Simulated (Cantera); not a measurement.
Charge: 1 mol C3H6, 1.6 mol H2O, 0.34 mol H2, held at 550 K.

Cantera equilibrium calculation (NASA polynomials, part measured and part estimated; ideal gas, pure solids and liquids). Candidate condensed phases: C, C6H6, C7H8, C8H18, H2O; 110 gas species. Rates play no part.

**Question.** At 5.20 mbar, list the 5 most abundant gas species with their mole fractions, and the condensed phases.

**Answer.** H2 0.357, H2O 0.324, CH4 0.280, CO2 0.0387, CO 0.000739. Condensed: C(graphite).
